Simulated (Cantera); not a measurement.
A closed system holds: 1 mol Si, 1.9 mol CO, 36 mol H₂, held at 10.0 mbar.

Equilibrium computed with Cantera from the NASA thermochemical tables; the gas is ideal and each condensed phase is pure. Candidate condensed phases: C, C₆H₆, C₇H₈, C₈H₁₈, H₂O, Si, SiC, SiO₂; 123 gas species. Mutual solubility and eutectic melting of coexisting phases are not modelled. The tables hold silica as quartz up to 1696 K and as liquid above; real silica turns to tridymite and cristobalite and melts near 1996 K. Equilibrium is a limit: real reactors are often held back by kinetics, nucleation or transport.

x: gas mole fraction; n: condensed amount in mol.

| T (°C) | x H₂ | x CO | x SiO | x CH₄ | x H | n C(graphite) | n SiC(s) | n SiO₂(β-quartz) |
|---|---|---|---|---|---|---|---|---|
| 750 | 0.999 | 2.84e-5 | 2.90e-9 | (withheld) | 4.14e-8 | 1.82 | 0.0505 | 0.949 |
| 800 | 0.999 | 0.000150 | 2.37e-8 | (withheld) | 1.40e-7 | 1.83 | 0.0527 | 0.947 |
| 850 | 0.999 | 0.000681 | 1.60e-7 | (withheld) | 4.26e-7 | 1.80 | 0.0623 | 0.938 |
| 900 | 0.997 | 0.00271 | 9.13e-7 | (withheld) | 1.18e-6 | 1.70 | 0.0989 | 0.901 |
| 950 | 0.990 | 0.00962 | 4.52e-6 | (withheld) | 2.99e-6 | 1.32 | 0.225 | 0.775 |
| 1000 | 0.969 | 0.0309 | 1.96e-5 | (withheld) | 7.02e-6 | 0.128 | 0.623 | 0.377 |
| 1050 | 0.967 | 0.0331 | 0.000107 | (withheld) | 1.56e-5 | 0 | 0.665 | 0.331 |
| 1100 | 0.966 | 0.0333 | 0.000521 | (withheld) | 3.27e-5 | 0 | 0.660 | 0.320 |
| 1150 | 0.964 | 0.0338 | 0.00226 | (withheld) | 6.52e-5 | 0 | 0.639 | 0.277 |
| 1200 | 0.955 | 0.0356 | 0.00874 | (withheld) | 0.000124 | 0 | 0.557 | 0.114 |
| 1250 | 0.950 | 0.0369 | 0.0132 | (withheld) | 0.000225 | 0 | 0.500 | 0 |

**Question.** Complete the blanks.

**Answer.** 
- 750, x CH₄: 0.000749
- 800, x CH₄: 0.000459
- 850, x CH₄: 0.000293
- 900, x CH₄: 0.000193
- 950, x CH₄: 0.000131
- 1000, x CH₄: 8.82e-5
- 1050, x CH₄: 3.25e-5
- 1100, x CH₄: 1.24e-5
- 1150, x CH₄: 5.11e-6
- 1200, x CH₄: 2.26e-6
- 1250, x CH₄: 1.61e-6
